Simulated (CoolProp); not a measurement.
Properties of R143a at several states (Tc = 345.9 K, pc = 3.762 MPa, ω = 0.261).

Values from CoolProp's reference Helmholtz-energy equation of state, Lemmon and Jacobsen 2000.

| T (K) | p (MPa) | phase | Joule-Thomson coefficient (K/MPa) | Prandtl number |
|---|---|---|---|---|
| 329.8 | 0.634 | gas | 13.95 | 0.729 |
| 210.4 | 0.228 | liquid | -0.3499 | 3.00 |
| 494.7 | 11 | supercritical | 2.934 | 1.01 |
| 258 | 1.55 | liquid | -0.1725 | 2.66 |

Viscosity comes from a separate model (Klein 1997), an estimate that may be off by 10 % or more. Thermal conductivity comes from a separate model (McLinden 2000), an estimate that may be off by 10 % or more.
